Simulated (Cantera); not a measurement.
Feed: 1 mol AlN, 26 mol Cl2, 12 mol N2, held at 0.560 bar.

Cantera equilibrium calculation (NASA polynomials, part measured and part estimated; ideal gas, pure solids and liquids). Candidate condensed phases: Al, AlCl3, AlN; 11 gas species. Kinetics and transport are ignored. All values below are at 900 °C.

Base state: Cl2 0.642, N2 0.328, AlCl3 0.0263, Cl 0.00379 (mole fractions); condensed: gas only.

Question: What changes in the equilibrium state with this change: pressure from 0.560 bar to 0.000110 bar?

Answer: 
```json
[
 {"species": "Cl2", "before": "0.642", "after": "0.457"},
 {"species": "N2", "before": "0.328", "after": "0.291"},
 {"species": "Cl", "before": "0.00379", "after": "0.228"},
 {"species": "AlCl3", "before": "0.0263", "after": "0.0233"}
]
```
